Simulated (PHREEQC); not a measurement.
# Alkaline etch or developer: speciation

Make-up at 25 °C: 0.003 mol NH3 and 0.0001 mol CO2 per kg of water. Closed to the air; pH follows from the charge balance.

Computed with PHREEQC (ion-association model, phreeqc.dat).

This is a speciation only: nothing precipitates in the calculation.

Question: Estimate the pH.

Answer: pH 10.20.

Question: In which forms is C present?

Answer: HCO3- 56 %, CO3-2 44 % of the C.

Complexes and solids missing from the database can't appear.
